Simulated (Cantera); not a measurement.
A perfectly stirred reactor is fed with CH₄ : C₂H₆ : C₃H₈ : O₂ : N₂ = 1 : 0.82 : 0.19 : 5.82 : 21.9 (molar parts), equivalence ratio 1.00, at 10.0 bar; it is adiabatic with a 350 K inlet, and is followed from long to short residence time, starting on the burning branch (τ in s: 0.17, 0.075, 0.033, 0.015, 0.0067, 0.003, 0.0013, 0.00059, 0.00027, 0.00012, 5.3e-05).

Detailed kinetics in Cantera: GRI-Mech 3.0 (53 species, 325 reactions).

Predict: blow-out, bracketed by the residence times tried; x(CH₄) at τ = 0.170 s; x(C₂H₆) at τ = 0.170 s; x(C₃H₈) at τ = 0.170 s; x(NO) at τ = 0.170 s; x(OH) at τ = 0.170 s; x(CH₄) at τ = 3.00 ms; x(C₂H₆) at τ = 3.00 ms; x(C₃H₈) at τ = 3.00 ms; x(NO) at τ = 3.00 ms; x(OH) at τ = 3.00 ms.


```json
{
 "blow_out_bracketed_by_the_residence_times_tried": "burning at 53.0 µs, the shortest tried",
 "x(CH₄) at τ = 0.170 s": "2.82e-7",
 "x(C₂H₆) at τ = 0.170 s": "1.18e-8",
 "x(C₃H₈) at τ = 0.170 s": "3.27e-9",
 "x(NO) at τ = 0.170 s": "0.00171",
 "x(OH) at τ = 0.170 s": "0.00210",
 "x(CH₄) at τ = 3.00 ms": "8.83e-6",
 "x(C₂H₆) at τ = 3.00 ms": "6.19e-7",
 "x(C₃H₈) at τ = 3.00 ms": "1.60e-7",
 "x(NO) at τ = 3.00 ms": "0.000548",
 "x(OH) at τ = 3.00 ms": "0.00285"
}
```
